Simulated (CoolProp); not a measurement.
Values from CoolProp's reference Helmholtz-energy equation of state, Lemmon 2006. It is a short technical equation, of lower accuracy than the large ones.

Question: Give the vapour pressure (MPa), vapour density (kg/m³), enthalpy of vaporisation (kJ/kg), liquid cp (kJ/(kg K)) of saturated CH3F (R41) at 223.9, 278.4 K.

Answer: 
```tsv
T (K)	p (MPa)	vapour density (kg/m³)	enthalpy of vaporisation (kJ/kg)	liquid cp (kJ/(kg K))
223.9	0.401	8.14	443	2.15
278.4	2.35	50.0	317	2.75
```
